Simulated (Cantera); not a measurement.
Cantera run:

```python
import numpy as np
import cantera as ct

gas_names = """
    AL ALCL ALCL2 ALCL3 ALH ALN AL2 AL2CL6 CL CL2 H HCL H2 N NH NH2 NH3 N2 N2H2 N2H4
""".split()
cond_names = """
    AL(cr) AL(L) ALCL3(s) ALCL3(L) ALN(s) NH4CL(a) NH4CL(b)
""".split()


# ... load() reads the species with a 1 bar reference pressure and builds the phases ...
atoms = {
    'Al': {'AL': 1},
    'Cl2': {'CL': 2},
    'N2': {'N': 2},
    'NH3': {'N': 1, 'H': 3},
}
top_T = {'ALN(s)': 2750}  # K; cautious upper limits of use, not melting points


# ... equilibrate(T, P, feed) seeds the gas with the atoms and calls Mixture.equilibrate('TP', solver="vcs", rtol=1e-11, max_steps=5000) ...
results = []
feed = {'Al': 1, 'Cl2': 3.5, 'N2': 1.9, 'NH3': 0.0043}  # mol
P = 2.6  # Pa
for T in [825, 875, 925, 975, 1025, 1075, 1125, 1175, 1225, 1275, 1325, 1375, 1425, 1475]:
    mix = equilibrate(T, P, feed)
    results.append((T, P, feed, dict(zip(mix.species_names, mix.species_moles))))
    x = sorted(zip(gas.X, gas.species_names), reverse=True)
    print(f"T = {T:g} K  P = {P:g} Pa  gas = {mix.phase_moles(0):.4g} mol")
    print("   x: " + "  ".join(f"{s} {v:.3e}" for v, s in x if v > 0.001))
    print("   condensed (mol): " + ("  ".join(f"{mix.phase(i).name} {mix.phase_moles(i):.4g}"
          for i in range(1, mix.n_phases) if mix.phase_moles(i) > 1e-12) or "none"))
```

Output:

```
T = 825 K  P = 2.6 Pa  gas = 4.914 mol
   x: CL2 4.047e-01  N2 3.871e-01  ALCL3 2.035e-01  HCL 2.625e-03  CL 2.049e-03
   condensed (mol): none
T = 875 K  P = 2.6 Pa  gas = 4.923 mol
   x: CL2 4.021e-01  N2 3.864e-01  ALCL3 2.031e-01  CL 5.728e-03  HCL 2.621e-03
   condensed (mol): none
T = 925 K  P = 2.6 Pa  gas = 4.944 mol
   x: CL2 3.961e-01  N2 3.847e-01  ALCL3 2.023e-01  CL 1.428e-02  HCL 2.609e-03
   condensed (mol): none
T = 975 K  P = 2.6 Pa  gas = 4.989 mol
   x: CL2 3.835e-01  N2 3.813e-01  ALCL3 2.004e-01  CL 3.216e-02  HCL 2.586e-03
   condensed (mol): none
T = 1025 K  P = 2.6 Pa  gas = 5.076 mol
   x: N2 3.748e-01  CL2 3.599e-01  ALCL3 1.970e-01  CL 6.582e-02  HCL 2.542e-03
   condensed (mol): none
T = 1075 K  P = 2.6 Pa  gas = 5.229 mol
   x: N2 3.638e-01  CL2 3.200e-01  ALCL3 1.913e-01  CL 1.225e-01  HCL 2.467e-03
   condensed (mol): none
T = 1125 K  P = 2.6 Pa  gas = 5.471 mol
   x: N2 3.476e-01  CL2 2.615e-01  CL 2.057e-01  ALCL3 1.828e-01  HCL 2.358e-03
   condensed (mol): none
T = 1175 K  P = 2.6 Pa  gas = 5.805 mol
   x: N2 3.277e-01  CL 3.087e-01  CL2 1.891e-01  ALCL3 1.723e-01  HCL 2.222e-03
   condensed (mol): none
T = 1225 K  P = 2.6 Pa  gas = 6.176 mol
   x: CL 4.104e-01  N2 3.080e-01  ALCL3 1.619e-01  CL2 1.176e-01  HCL 2.089e-03
   condensed (mol): none
T = 1275 K  P = 2.6 Pa  gas = 6.491 mol
   x: CL 4.876e-01  N2 2.930e-01  ALCL3 1.541e-01  CL2 6.330e-02  HCL 1.987e-03
   condensed (mol): none
T = 1325 K  P = 2.6 Pa  gas = 6.694 mol
   x: CL 5.335e-01  N2 2.841e-01  ALCL3 1.494e-01  CL2 3.104e-02  HCL 1.927e-03
   condensed (mol): none
T = 1375 K  P = 2.6 Pa  gas = 6.802 mol
   x: CL 5.567e-01  N2 2.797e-01  ALCL3 1.470e-01  CL2 1.476e-02  HCL 1.897e-03
   condensed (mol): none
T = 1425 K  P = 2.6 Pa  gas = 6.854 mol
   x: CL 5.676e-01  N2 2.775e-01  ALCL3 1.459e-01  CL2 7.097e-03  HCL 1.882e-03
   condensed (mol): none
T = 1475 K  P = 2.6 Pa  gas = 6.879 mol
   x: CL 5.727e-01  N2 2.765e-01  ALCL3 1.452e-01  CL2 3.518e-03  HCL 1.875e-03
   condensed (mol): none
```

Method: chemical equilibrium by Gibbs-energy minimisation in Cantera with the NASA 1993 tables (ideal gas, pure condensed phases). The tables' values for AlCl2 are old estimates; treat these amounts as uncertain.
